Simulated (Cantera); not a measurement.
An adiabatic, constant-pressure homogeneous reactor starts with CH4 : O2 : N2 = 2.6 : 4.08 : 15.3 (molar parts), at 1425 K and 0.310 bar.

Cantera simulation using GRI-Mech 3.0 (53 species, 325 reactions); the numbers are that mechanism's predictions, not measurements.

Problem. Predict: time of steepest temperature rise; temperature at 6.00 s; equilibrium temperature; x(O2) at 6.00 s; x(O) at 6.00 s; x(NO2) at 6.00 s.

Solution. 
```json
{
  "time_of_steepest_temperature_rise": "6.92 ms",
  "temperature at 6.00 s": "2645 K",
  "equilibrium_temperature": "2645 K",
  "x(O2) at 6.00 s": "0.00588 (gas-phase equilibrium 0.00588)",
  "x(O) at 6.00 s": "0.00394 (gas-phase equilibrium 0.00394)",
  "x(NO2) at 6.00 s": "3.18e-7 (gas-phase equilibrium 3.18e-7)"
}
```
